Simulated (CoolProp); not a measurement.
Vapour-liquid equilibrium of hydrogen chloride (1) + n-hexane (2) at 295 kPa; x and y are mole fractions of (1).

Values from CoolProp's multi-fluid Helmholtz-energy mixture model, Thol 2018 and Thol 2019; pair parameters Bell 2016.

```
x      bubble temperature (K)  y at the bubble point  dew temperature at overall composition x (K)  liquid density (mol/L)
-----  ----------------------  ---------------------  --------------------------------------------  ----------------------
0.05                    285.8                  0.959                                         378.1                   8.050
0.125                       ?                  0.997                                         374.5                   9.116
0.2                     227.0                  0.999                                         370.9                   9.937
0.275                   221.2                  0.999                                         367.0                   10.76
0.35                    218.6                  1.000                                         362.8                       ?
0.425                   217.3                  1.000                                             ?                   12.66
0.5                     216.7                  1.000                                         353.4                   13.80
0.575                   216.2                  1.000                                         347.8                       ?
0.65                    215.6                  1.000                                             ?                   16.70
0.725                   214.8                  1.000                                         333.9                   18.60
0.8                     213.7                  1.000                                         324.5                       ?
0.875                   212.2                  1.000                                         311.7                   23.89
0.95                    210.5                  1.000                                         290.0                   27.74
```

**Question.** Some entries are withheld; supply them.

**Answer.** 
- 0.125, bubble temperature (K): 240.6
- 0.35, liquid density (mol/L): 11.66
- 0.425, dew temperature at overall composition x (K): 358.3
- 0.575, liquid density (mol/L): 15.13
- 0.65, dew temperature at overall composition x (K): 341.4
- 0.8, liquid density (mol/L): 20.94

No azeotrope shows between x = 0.05 and 0.95.

Pair parameters are fitted to limited data, so mixtures are less certain than the pure fluids. With so large a gap from Raoult's law the liquid may split in two, which this calculation doesn't test in full.
